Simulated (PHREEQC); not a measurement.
## Brine

Solution (25 °C): 1.7 mol/kgw LiCl, 0.046 mol/kgw BaCl2 and 4.3 mol/kgw MgCl2. Closed to the air; pH follows from the charge balance.

The numbers come from PHREEQC with the Pitzer model, pitzer.dat.

- ionic strength = 14.7 mol/kgw
- activity of water = 0.406
- density = 1.284 g/cm³
- osmotic coefficient = 3.046

```csv
species,molality,activity,log γ
Cl-,10.4,9.19,-0.053
Mg+2,4.30,1000,3.803
Li+,1.70,230,2.131
Ba+2,0.0460,0.0631,0.137
H+,3.80e-6,0.000976,2.410
MgOH+,3.80e-6,1.76e-5,0.666
```

This is a speciation only: nothing precipitates in the calculation.
